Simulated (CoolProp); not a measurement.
Vapour-liquid equilibrium of C3F8 (R218) (1) + R134a (2) at 0.239 bar; x and y are mole fractions of (1).

Values from CoolProp's multi-fluid Helmholtz-energy mixture model, Lemmon 2006 and Tillner-Roth 1994; pair parameters Bell 2016.

```tsv
x	bubble temperature (°C)	y at the bubble point	dew temperature at overall composition x (°C)	liquid density (mol/L)
0.05	-59.7	0.350	-54.3	14.02
0.2	-66.1	0.614	-56.8	13.03
0.35	-67.3	0.659	-59.7	12.07
0.5	-67.4	0.668	-63.1	11.22
0.65	-67.5	0.678	-67.1	10.50
0.8	-67.4	0.720	-66.6	9.872
0.95	-65.8	0.873	-64.9	9.309
```

y crosses x between x = 0.65 and 0.8: the model has an azeotrope there.

The pair parameters rest on a limited set of measurements; away from them the model extrapolates. With so large a gap from Raoult's law the liquid may split in two, which this calculation doesn't test in full.
